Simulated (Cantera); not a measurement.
Input: 1 mol HMDSO, 24 mol CO2, 0.4 mol H2, equilibrated at 0.000220 bar.

These are equilibrium values from Cantera (NASA tables, ideal gas, pure condensed phases), not measurements of a reactor. Candidate condensed phases: C, C6H6, C7H8, C8H18, H2O, Si, SiC, SiO2; 123 gas species. The feed counts by its element totals alone. The tables hold silica as quartz up to 1696 K and as liquid above; real silica turns to tridymite and cristobalite and melts near 1996 K. Kinetics and transport are ignored.

Which condensed phases are stable at each of these points (T (K)): 550, 650, 750, 850, 950, 1050, 1150?


| T (K) | condensed phases | Si condensed (%) |
|---|---|---|
| 550 | C(graphite) + SiO2(α-quartz) | 100.0 |
| 650 | C(graphite) + SiO2(α-quartz) | 100.0 |
| 750 | SiO2(α-quartz) | 100.0 |
| 850 | SiO2(β-quartz) | 100.0 |
| 950 | SiO2(β-quartz) | 100.0 |
| 1050 | SiO2(β-quartz) | 100.0 |
| 1150 | SiO2(β-quartz) | 100.0 |

From 550 K to 650 K the condensed part is C(graphite) + SiO2(α-quartz). At 750 K the condensed part is SiO2(α-quartz). From 850 K to 1150 K the condensed part is SiO2(β-quartz).
